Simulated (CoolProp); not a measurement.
Computed with CoolProp (reference Helmholtz-energy equation of state, Wu 2011).

**Question.** Give the vapour pressure (MPa), liquid density (kg/m³), vapour density (kg/m³), enthalpy of vaporisation (kJ/kg) of saturated dimethyl ether at 227, 233.5 K.

**Answer.** 
```tsv
T (K)	p (MPa)	liquid density (kg/m³)	vapour density (kg/m³)	enthalpy of vaporisation (kJ/kg)
227	0.0361	764	0.897	489
233.5	0.0506	755	1.23	482
```
